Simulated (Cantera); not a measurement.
Charge: 1 mol Al, 5.6 mol H2O, 1.3 mol H2, 0.9 mol NH3, at 2100 K and 0.660 bar.

Method: chemical equilibrium by Gibbs-energy minimisation in Cantera with the NASA 1993 tables (ideal gas, pure condensed phases). Candidate condensed phases: Al, AlN, Al2O3, H2O; 35 gas species. Gases not in the tables: Al(OH)3. The numbers say what is thermodynamically allowed, not how fast it happens.

Base state: H2 0.475, H2O 0.470, N2 0.0516, H 0.00264, OH 0.000311 (mole fractions); condensed: Al2O3(s).

Question: What changes in the equilibrium state with this change: 0.19 mol Cl2 added?

Answer: 
```csv
species,before,after
H2O,0.470,0.460
H2,0.475,0.444
N2,0.0516,0.0505
HCl,0,0.0425
Cl,0,0.000180
H,0.00264,0.00255
OH,0.000311,0.000315
"Al2O3(s), mol",0.500,0.500
```
Further candidate phases: AlCl3, NH4Cl.
